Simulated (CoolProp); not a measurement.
A Linde-Hampson liquefier for ethylene: isothermal reversible compression at 320 K from 1 atm to 10 MPa, throttling to 1 atm, return gas leaving the recuperator 10 K below the feed. Each further row changes one setting.

Values from CoolProp's reference Helmholtz-energy equation of state, Smukala 2000.

| case | liquid yield per pass | compression work (kJ/kg of gas) |
|---|---|---|
| as stated | 0.304 | 386 |
| high pressure 20 MPa | 0.403 | 418 |
| warm-end temperature 350 K | 0.182 | 440 |
| warm-end gap 15 K | 0.296 | 386 |
